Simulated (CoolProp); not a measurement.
Vapour-liquid equilibrium of n-hexane (1) + cyclohexane (2) at 307.5 K; x and y are mole fractions of (1).

Computed with CoolProp (multi-fluid Helmholtz-energy mixture model, Thol 2019 and Zhou 2014; pair parameters Bell 2016).

```csv
x,bubble pressure (bar),y at the bubble point,dew pressure at overall composition x (bar),liquid density (mol/L)
0.05,0.2025,0.082,0.1997,8.997
0.15,0.2155,0.225,0.2085,8.816
0.25,0.2274,0.348,0.2178,8.640
0.35,(withheld),0.456,0.2276,8.471
0.45,0.2487,0.554,0.2377,8.308
0.55,0.2584,0.645,0.2482,8.150
0.65,0.2677,0.730,0.2590,7.997
0.75,0.2767,0.811,0.2700,(withheld)
0.85,0.2855,(withheld),0.2811,7.706
0.95,0.2940,0.963,0.2925,7.567
```

Q: Complete the blanks.

A: 
- 0.35, bubble pressure (bar): 0.2384
- 0.75, liquid density (mol/L): 7.849
- 0.85, y at the bubble point: 0.888

No azeotrope shows between x = 0.05 and 0.95.

Pair parameters are fitted to limited data, so mixtures are less certain than the pure fluids.
